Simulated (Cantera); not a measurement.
A closed system holds: 1 mol CH3F, 0.12 mol F2, at 0.000140 bar.

These are equilibrium values from Cantera (NASA tables, ideal gas, pure condensed phases), not measurements of a reactor. Candidate condensed phases: C, C6H6, C7H8, C8H18; 110 gas species. Ions and electrons are included (thermal ionisation). Rates play no part. All values below are at 2727 °C.

Base state: H 0.579, F 0.180, HF 0.0948, C 0.0898, C3 0.0340, C2 0.0139, CF 0.00518, H2 0.00189 (mole fractions); condensed: gas only.

Problem. What changes in the equilibrium state with this change: pressure from 0.000140 bar to 0.00133 bar?

Solution. 
| species | before | after |
|---|---|---|
| H | 0.579 | 0.526 |
| HF | 0.0948 | 0.280 |
| C3 | 0.0340 | 0.0725 |
| F | 0.180 | 0.0617 |
| C | 0.0898 | 0.0257 |
| H2 | 0.00189 | 0.0148 |
| C2 | 0.0139 | 0.0109 |
| C2H2 (acetylene) | 7.22e-6 | 0.000421 |
| C5 | 3.84e-5 | 0.000607 |
| C2H | 0.000381 | 0.00257 |
| C4 | 2.85e-5 | 0.000166 |
